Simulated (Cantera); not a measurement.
Feed: 1 mol CH₃Cl, 0.55 mol CH₄, a varied amount of H₂, equilibrated at 1898.15 K and 29.0 mbar.

Equilibrium computed with Cantera from the NASA thermochemical tables; the gas is ideal and each condensed phase is pure. Candidate condensed phases: C, C₆H₆, C₇H₈, C₈H₁₈; 91 gas species. Equilibrium is a limit: real reactors are often held back by kinetics, nucleation or transport.

Problem. At 0.25 mol H₂, list the 5 most abundant gas species with their mole fractions, and the condensed phases.

Solution. H₂ 0.698, HCl 0.297, H 0.00384, Cl 0.00123, C₂H₂ (acetylene) 0.000263. Condensed: C(graphite).
